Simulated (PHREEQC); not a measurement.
Synthetic water in mg/L, 40 °C, pH 7.19, pe 2.1:

```csv
constituent,mg/L
Na,2880
K,1.58
Ca,284
Mg,1000
Cl,6680
S(6) as SO4,1880
Alkalinity as HCO3,33.6
Li,0.226
```

Cl is adjusted to close the charge balance.
Valence states are taken as typed.

Computed with PHREEQC (ion-association model, phreeqc.dat).

No solid was allowed to form.

### Question
Estimate the ionic strength, specific conductance, activity of water.

### Answer
ionic strength 0.254 mol/kgw; specific conductance 25900 µS/cm; activity of water 0.994.

### Question
In which forms is S present?

### Answer
SO4-2 47 %, MgSO4 41 %, NaSO4- 8.4 %, CaSO4 4.2 % of the S.

Complexes and solids missing from the database can't appear. At this temperature some constants are extrapolated from 25 °C, and those without enthalpy data are left unchanged.
